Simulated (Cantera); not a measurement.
Cantera run:

```python
import numpy as np
import cantera as ct

gas_names = [...]  # 118 gases of nasa_gas.yaml made of C, Cl, F, H
cond_names = """
    C(gr) C6H6(L) C7H8(L) C8H18(L),n-octa
""".split()


# ... load() reads the species with a 1 bar reference pressure and builds the phases ...
atoms = {
    'CH3F': {'C': 1, 'H': 3, 'F': 1},
    'HCl': {'H': 1, 'CL': 1},
}
top_T = {'C(gr)': 4500}  # K; cautious upper limits of use, not melting points


# ... equilibrate(T, P, feed) seeds the gas with the atoms and calls Mixture.equilibrate('TP', solver="vcs", rtol=1e-11, max_steps=5000) ...
results = []
feed = {'CH3F': 1, 'HCl': 0.19}  # mol
P = 44  # Pa
for T in [1125, 1325, 1525, 1725, 1925, 2125, 2325, 2525, 2725]:
    mix = equilibrate(T, P, feed)
    results.append((T, P, feed, dict(zip(mix.species_names, mix.species_moles))))

top = {s: max(r[3][s] / sum(r[3][g] for g in gas_names) for r in results) for s in gas_names}
cols = sorted((s for s in top if top[s] > 1e-05), key=lambda s: -top[s])[:8]
seen = [c for c in cond_names if any(r[3].get(c, 0) > 1e-12 for r in results)]
print("log10 of partial pressures in bar; condensed amounts in mol")
print(f"{'T/K':>10s}" + "".join(f"{s[:9]:>10s}" for s in cols + seen))
for T, P, feed, n in results:
    ng = sum(n[g] for g in gas_names)
    print(f"{T:10.4g}" + "".join(f"{np.log10(max(n[s] / ng * P / 1e5, 1e-99)):10.3f}" for s in cols)
          + "".join(f"{n.get(c, 0):10.4g}" for c in seen))
```

Output:

```
log10 of partial pressures in bar; condensed amounts in mol
       T/K         H        HF        H2       HCL        CL        C3         F         C     C(gr)
      1125    -9.201    -3.697    -3.697    -4.418    -9.974   -27.405   -15.327   -25.110         1
      1325    -7.635    -3.697    -3.697    -4.418    -8.433   -21.559   -12.816   -20.070         1
      1525    -6.475    -3.697    -3.697    -4.419    -7.292   -17.265   -10.959   -16.354         1
      1725    -5.582    -3.698    -3.701    -4.424    -6.416   -13.981    -9.527   -13.503    0.9998
      1925    -4.878    -3.705    -3.717    -4.448    -5.732   -11.392    -8.389   -11.246    0.9991
      2125    -4.327    -3.724    -3.775    -4.527    -5.214    -9.301    -7.455    -9.416     0.997
      2325    -3.924    -3.769    -3.931    -4.727    -4.864    -7.578    -6.655    -7.903    0.9923
      2525    -3.684    -3.833    -4.263    -5.116    -4.689    -6.136    -5.906    -6.631    0.9708
      2725    -3.597    -3.915    -4.785    -5.679    -4.650    -4.913    -5.173    -5.547    0.6499
```

These are equilibrium values from Cantera (NASA tables, ideal gas, pure condensed phases), not measurements of a reactor.
